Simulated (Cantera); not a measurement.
A jet of 2.27 % CH4, 19.7 % O2, 78.0 % N2 at 300 K and 0.250 bar hits a platinum plate 2.3 cm away at a mass flux of 0.15 kg/m²/s; the plate temperature is set and raised in steps from an oxygen-covered start.

Model: Deutschmann's 1995 Pt surface mechanism with GRI-Mech 3.0 gas chemistry, integrated in Cantera. Catalytic surfaces can have several steady states; this one follows from the mechanism file's or the stated starting coverage.

x: mole fraction at the wall; θ: surface coverage.

```json
[
 {"plate T (K)": "850", "wall x CH4": "0.0209", "wall x O2": "0.194", "wall x H2O": "0.00343", "wall x OH": "<1e-8", "wall x CO": "4.42e-6", "wall x CO2": "0.00224", "θ free Pt": "0.0849", "θ O*": "0.914", "θ OH*": "0.000683"},
 {"plate T (K)": "900", "wall x CH4": "0.0185", "wall x O2": "0.188", "wall x H2O": "0.00788", "wall x OH": "1.41e-8", "wall x CO": "5.64e-6", "wall x CO2": "0.00516", "θ free Pt": "0.130", "θ O*": "0.869", "θ OH*": "0.000996"},
 {"plate T (K)": "950", "wall x CH4": "(withheld)", "wall x O2": "0.182", "wall x H2O": "(withheld)", "wall x OH": "(withheld)", "wall x CO": "6.41e-6", "wall x CO2": "(withheld)", "θ free Pt": "(withheld)", "θ O*": "0.815", "θ OH*": "(withheld)"},
 {"plate T (K)": "1000", "wall x CH4": "0.0120", "wall x O2": "0.175", "wall x H2O": "0.0199", "wall x OH": "1.42e-7", "wall x CO": "6.74e-6", "wall x CO2": "0.0131", "θ free Pt": "0.243", "θ O*": "0.756", "θ OH*": "0.00137"},
 {"plate T (K)": "1050", "wall x CH4": "(withheld)", "wall x O2": "0.169", "wall x H2O": "(withheld)", "wall x OH": "(withheld)", "wall x CO": "6.82e-6", "wall x CO2": "(withheld)", "θ free Pt": "(withheld)", "θ O*": "(withheld)", "θ OH*": "0.00139"},
 {"plate T (K)": "1100", "wall x CH4": "0.00717", "wall x O2": "0.164", "wall x H2O": "0.0287", "wall x OH": "8.23e-7", "wall x CO": "6.82e-6", "wall x CO2": "0.0189", "θ free Pt": "0.365", "θ O*": "0.633", "θ OH*": "0.00134"}
]
```

Question: What belongs in the gaps?

Answer: 
- 950, wall x CH4: 0.0153
- 950, wall x H2O: 0.0139
- 950, wall x OH: 4.91e-8
- 950, wall x CO2: 0.00909
- 950, θ free Pt: 0.184
- 950, θ OH*: 0.00124
- 1050, wall x CH4: 0.00925
- 1050, wall x H2O: 0.0249
- 1050, wall x OH: 3.63e-7
- 1050, wall x CO2: 0.0164
- 1050, θ free Pt: 0.304
- 1050, θ O*: 0.695
